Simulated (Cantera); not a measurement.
Feed: 1 mol Si, a varied amount of CO₂, 92 mol H₂, held at 1198 K and 10000 Pa.

Method: chemical equilibrium by Gibbs-energy minimisation in Cantera with the NASA 1993 tables (ideal gas, pure condensed phases). Candidate condensed phases: C, C₆H₆, C₇H₈, C₈H₁₈, H₂O, Si, SiC, SiO₂; 123 gas species. Mutual solubility and eutectic melting of coexisting phases are not modelled. The tables hold silica as quartz up to 1696 K and as liquid above; real silica turns to tridymite and cristobalite and melts near 1996 K. Kinetics and transport are ignored.

Question: Which condensed phases are stable at each of these points (n(CO₂) (mol)): 0.021, 0.032, 0.048, 0.073, 0.11, 0.17, 0.25, 0.38, 0.58?

Answer: 
| n(CO₂) (mol) | condensed phases | Si condensed (%) |
|---|---|---|
| 0.021 | Si(s) + SiC(s) + SiO₂(β-quartz) | 100.0 |
| 0.032 | Si(s) + SiC(s) + SiO₂(β-quartz) | 100.0 |
| 0.048 | Si(s) + SiC(s) + SiO₂(β-quartz) | 100.0 |
| 0.073 | Si(s) + SiC(s) + SiO₂(β-quartz) | 100.0 |
| 0.11 | Si(s) + SiC(s) + SiO₂(β-quartz) | 100.0 |
| 0.17 | Si(s) + SiC(s) + SiO₂(β-quartz) | 100.0 |
| 0.25 | Si(s) + SiC(s) + SiO₂(β-quartz) | 100.0 |
| 0.38 | Si(s) + SiC(s) + SiO₂(β-quartz) | 100.0 |
| 0.58 | SiC(s) + SiO₂(β-quartz) | 100.0 |

From 0.021 mol CO₂ to 0.38 mol CO₂ the condensed part is Si(s) + SiC(s) + SiO₂(β-quartz). At 0.58 mol CO₂ the condensed part is SiC(s) + SiO₂(β-quartz).
